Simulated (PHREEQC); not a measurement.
Consider water at 15 °C with 0.0062 mol/kgw CuCl2, 0.00016 mol/kgw HBF4 and 3e-05 mol/kgw H3BO3. Closed to the air; pH follows from the charge balance.

Model: ion-association model, wateq4f.dat, run in PHREEQC.

Each row changes one thing in this solution. This is a speciation only: nothing precipitates in the calculation.

| case | pH | ionic strength (mol/kgw) | H2BO3- (mol/kgw) |
|---|---|---|---|
| as made | 3.39 | 0.0188 | 2.59e-10 |
| HBF4 left out | 4.97 | 0.0184 | 1.55e-9 |
| diluted 5-fold with water | ? | 0.00382 | 1.81e-10 |
| temperature from 15 to 45 °C | 3.45 | 0.0184 | 5.08e-10 |
| HBF4 replaced by (CH3)4NF at the same molality | 5.00 | 0.0186 | 1.64e-9 |
| H3BO3 from 3e-05 to 6e-05 mol/kgw | 3.39 | 0.0188 | ? |
| CuCl2 left out | 3.38 | 0.000423 | 2.23e-10 |
| 0.0013 mol/kgw LiBr added | 3.40 | 0.0202 | 2.60e-10 |

Problem. Some entries are withheld; supply them.

Solution. 
- diluted 5-fold with water, pH: 3.97
- H3BO3 from 3e-05 to 6e-05 mol/kgw, H2BO3- (mol/kgw): 3.00e-10

Some of these states are supersaturated (in Atacamite, for instance). Away from 25 °C the constants follow the database's enthalpies or fits; those with neither stay at their 25 °C values. Real BF4- forms and hydrolyses slowly; the run takes it at equilibrium.
